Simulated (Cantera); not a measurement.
Charge: 1 mol borazine, 8.2 mol H2, equilibrated at 0.00133 bar.

Method: chemical equilibrium by Gibbs-energy minimisation in Cantera with the NASA 1993 tables (ideal gas, pure condensed phases). Candidate condensed phases: B, BN; 15 gas species. The feed counts by its element totals alone. Equilibrium is a limit: real reactors are often held back by kinetics, nucleation or transport. All values below are at 925 °C.

Base state: H2 1.000 (mole fractions); condensed: BN(s).

**Question.** What changes in the equilibrium state with this change: 0.61 mol H2O added?

**Answer.** 
```
species        before     after
------------  -------  --------
H2              1.000     0.983
N2            1.30e-8    0.0168
HBO2                0  0.000348
H2O                 0  0.000247
HBO                 0   7.17e-5
BN(s), mol       3.00      2.60
B2O3(l), mol        0     0.199
```
Mutual solubility and eutectic melting of coexisting phases are not modelled. Further candidate phases: B2O3, B3O3H3, H2O.

**Question.** What changes in the equilibrium state with this change: borazine replaced by B?

**Answer.** 
```
species     before  after
----------  ------  -----
H2           1.000  1.000
BN(s), mol    3.00      0
B(s), mol        0  1.000
```
